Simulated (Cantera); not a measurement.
A closed system holds: 1 mol Pb, 1.3 mol CO₂, 4.8 mol CO, equilibrated at 1575 °C and 470000 Pa.

Method: chemical equilibrium by Gibbs-energy minimisation in Cantera with the NASA 1993 tables (ideal gas, pure condensed phases). Gases not in the tables: (PbO)n polymers. Rates play no part.

```
species       before     after
----------  --------  --------
CO             0.725     0.676
CO₂            0.196     0.183
Pb            0.0786     0.140
O            3.65e-9   1.28e-5
Pb₂         0.000194   1.75e-7
PbO         0.000211  0.000376
Pb(l), mol     0.475         0
```
Gas species are given as mole fractions.

What was changed between the two runs?
A) pressure from 470000 Pa to 133 Pa
B) temperature from 1575 °C to 1425 °C
C) temperature from 1575 °C to 927 °C
D) temperature from 1575 °C to 677 °C

A, pressure from 470000 Pa to 133 Pa
